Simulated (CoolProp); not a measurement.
Hexamethyldisiloxane (MM) along the isobar 7950 kPa: density (kg/m³) from the reference equation and from simpler models built on Tc = 518.7 K, pc = 1931 kPa, ω = 0.418; each cubic takes its own stable root.

Model: reference Helmholtz-energy equation of state, Thol 2016, in CoolProp.

```json
[
 {"T (K)": "418.1", "phase": "liquid", "reference": "649.1"},
 {"T (K)": "425.4", "phase": "liquid", "reference": "641.0"},
 {"T (K)": "432.8", "phase": "liquid", "reference": "632.8"},
 {"T (K)": "440.1", "phase": "liquid", "reference": "624.6"},
 {"T (K)": "447.4", "phase": "liquid", "reference": "616.2"},
 {"T (K)": "454.7", "phase": "liquid", "reference": "607.7"},
 {"T (K)": "462", "phase": "liquid", "reference": "599.2"},
 {"T (K)": "469.4", "phase": "liquid", "reference": "590.3"},
 {"T (K)": "476.7", "phase": "liquid", "reference": "581.5"},
 {"T (K)": "484", "phase": "liquid", "reference": "572.5"},
 {"T (K)": "491.3", "phase": "liquid", "reference": "563.4"},
 {"T (K)": "498.6", "phase": "liquid", "reference": "554.1"},
 {"T (K)": "505.9", "phase": "liquid", "reference": "544.6"},
 {"T (K)": "513.3", "phase": "liquid", "reference": "534.9"},
 {"T (K)": "520.6", "phase": "supercritical", "reference": "525.1"},
 {"T (K)": "527.9", "phase": "supercritical", "reference": "515.2"}
]
```

Q: How far does each simpler model (van der Waals, Soave-Redlich-Kwong) lie from the reference over these 16 states: mean and median of the absolute difference, and the worst?

A: 
- van der Waals: mean 29.5 %, median 29.8 %, worst -32.8 % at 418.1 K and 7950 kPa
- Soave-Redlich-Kwong: mean 5.2 %, median 5.1 %, worst -6.6 % at 527.9 K and 7950 kPa
